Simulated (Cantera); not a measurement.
Charge: 1 mol Cr, 13 mol H₂O, 2.3 mol N₂, held at 2175 K and 75.0 Torr.

Equilibrium computed with Cantera from the NASA thermochemical tables; the gas is ideal and each condensed phase is pure. Candidate condensed phases: Cr, CrN, Cr₂N, Cr₂O₃, H₂O; 29 gas species. Kinetics and transport are ignored.

Base state: H₂O 0.741, N₂ 0.149, H₂ 0.0990, OH 0.00488, H 0.00486, O₂ 0.000531, NO 0.000261, CrO₂ 0.000235 (mole fractions); condensed: Cr₂O₃(s).

Q: What changes in the equilibrium state with this change: pressure from 75.0 Torr to 0.330 Torr?

A: 
```csv
species,before,after
H₂O,0.741,0.507
H₂,0.0990,0.135
N₂,0.149,0.124
H,0.00486,0.0855
OH,0.00488,0.0431
CrO,9.18e-5,0.0208
O,0.000168,0.0192
CrO₂,0.000235,0.0266
O₂,0.000531,0.0304
Cr,1.52e-5,0.00683
CrO₃,1.46e-6,8.30e-5
NO,0.000261,0.00180
"Cr₂O₃(s), mol",0.497,0
```
